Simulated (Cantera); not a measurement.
Cantera with NASA thermochemical tables; ideal gases at 1 bar, condensed phases pure. Values are per mole of reaction as written; species without (g) are pure solids or liquids, kept so even where they would boil at 1 bar.

SiCl₂(g) → Cl₂(g) + Si(g), with ΔH° = 618.6 kJ and ΔS° = 109.8 J/K at 300 K.

Question: How far is the shortcut ΔG° ≈ ΔH°(300 K) − T·ΔS°(300 K) from the full temperature-dependent value at 1225, 1375, 1525, 1675, 1825, 1975, 2125 K?

Answer: 
| T (K) | shortcut (kJ) | full (kJ) | difference (kJ) | difference in log10 K |
|---|---|---|---|---|
| 1225 | 484.2 | 482.2 | 1.9 | -0.08 |
| 1375 | 467.7 | 465.3 | 2.4 | -0.09 |
| 1525 | 451.3 | 448.4 | 2.8 | -0.10 |
| 1675 | 434.8 | 431.5 | 3.3 | -0.10 |
| 1825 | 418.3 | 414.6 | 3.8 | -0.11 |
| 1975 | 401.9 | 397.6 | 4.3 | -0.11 |
| 2125 | 385.4 | 380.6 | 4.8 | -0.12 |
The shortcut ignores the heat-capacity change of the reaction.
